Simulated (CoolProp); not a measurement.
R123 along the isotherm 204.85 °C: density (kg/m³) from the reference equation and from simpler models built on Tc = 183.7 °C, pc = 36.62 bar, ω = 0.282; each cubic takes its own stable root.

Model: reference Helmholtz-energy equation of state, Younglove 1994, in CoolProp. It is a modified Benedict-Webb-Rubin equation, recast in Helmholtz form.

```tsv
p (bar)	phase	reference	ideal gas	van der Waals	Redlich-Kwong	Soave-Redlich-Kwong	Peng-Robinson
0.174	gas	0.6705	0.6695	0.6704	0.6705	0.6705	0.6706
0.255	gas	0.9832	0.9812	0.9831	0.9833	0.9832	0.9835
0.374	gas	1.443	1.439	1.443	1.444	1.443	1.444
0.549	gas	2.122	2.113	2.121	2.122	2.122	2.123
0.806	gas	3.122	3.101	3.120	3.122	3.122	3.124
1.18	gas	4.584	4.541	4.580	4.585	4.584	4.589
1.74	gas	6.791	6.695	6.782	6.793	6.790	6.802
2.55	gas	10.02	9.812	10.00	10.02	10.02	10.04
3.74	gas	14.84	14.39	14.80	14.85	14.84	14.90
5.49	gas	22.13	21.13	22.03	22.14	22.12	22.24
8.06	gas	33.25	31.01	33.05	33.30	33.23	33.51
11.8	gas	50.50	45.41	50.04	50.59	50.43	51.07
17.4	gas	79.18	66.95	78.10	79.38	78.93	80.47
25.5	gas	129.3	98.12	126.8	129.8	128.3	132.3
37.4	supercritical	241.0	143.9	240.5	244.5	235.6	247.3
54.9	supercritical	694.3	211.3	564.6	617.4	572.7	619.1
```
